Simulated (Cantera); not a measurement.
Charge: 1 mol SiH2Cl2, a varied amount of N2, held at 1050 K and 13.3 mbar.

Equilibrium computed with Cantera from the NASA thermochemical tables; the gas is ideal and each condensed phase is pure. Candidate condensed phases: NH4Cl, Si, Si3N4; 28 gas species. N2 is the only nitrogen source here; it is nearly inert below about 1500 K, so the nitride shown seldom forms there in practice. The tables' values for SiCl3 are old estimates; treat these amounts as uncertain. The numbers say what is thermodynamically allowed, not how fast it happens.

x: gas mole fraction; n: condensed amount in mol.

```json
[
 {"n(N2) (mol)": "0.51", "x N2": "0.0293", "x HCl": "0.436", "x H2": "0.356", "x SiCl4": "0.177", "x SiHCl3": "0.00150", "n Si3N4(s)": "0.230"},
 {"n(N2) (mol)": "0.95", "x N2": "0.207", "x HCl": "0.441", "x H2": "0.234", "x SiCl4": "0.116", "x SiHCl3": "0.000641", "n Si3N4(s)": "0.247"},
 {"n(N2) (mol)": "1.8", "x N2": "?", "x HCl": "?", "x H2": "?", "x SiCl4": "?", "x SiHCl3": "?", "n Si3N4(s)": "0.257"},
 {"n(N2) (mol)": "3.4", "x N2": "?", "x HCl": "?", "x H2": "?", "x SiCl4": "?", "x SiHCl3": "?", "n Si3N4(s)": "0.265"},
 {"n(N2) (mol)": "6.4", "x N2": "0.763", "x HCl": "0.166", "x H2": "0.0475", "x SiCl4": "0.0236", "x SiHCl3": "7.03e-5", "n Si3N4(s)": "0.272"},
 {"n(N2) (mol)": "12", "x N2": "0.862", "x HCl": "0.102", "x H2": "0.0242", "x SiCl4": "0.0121", "x SiHCl3": "2.97e-5", "n Si3N4(s)": "0.280"},
 {"n(N2) (mol)": "23", "x N2": "0.923", "x HCl": "0.0592", "x H2": "0.0115", "x SiCl4": "0.00574", "x SiHCl3": "1.16e-5", "n Si3N4(s)": "0.286"},
 {"n(N2) (mol)": "43", "x N2": "0.958", "x HCl": "0.0342", "x H2": "0.00550", "x SiCl4": "0.00273", "x SiHCl3": "4.57e-6", "n Si3N4(s)": "0.293"}
]
```

### Question
What belongs in the gaps?

### Answer

- 1.8, x N2: 0.421
- 1.8, x HCl: 0.355
- 1.8, x H2: 0.150
- 1.8, x SiCl4: 0.0744
- 1.8, x SiHCl3: 0.000326
- 3.4, x N2: 0.615
- 3.4, x HCl: 0.253
- 3.4, x H2: 0.0877
- 3.4, x SiCl4: 0.0436
- 3.4, x SiHCl3: 0.000157
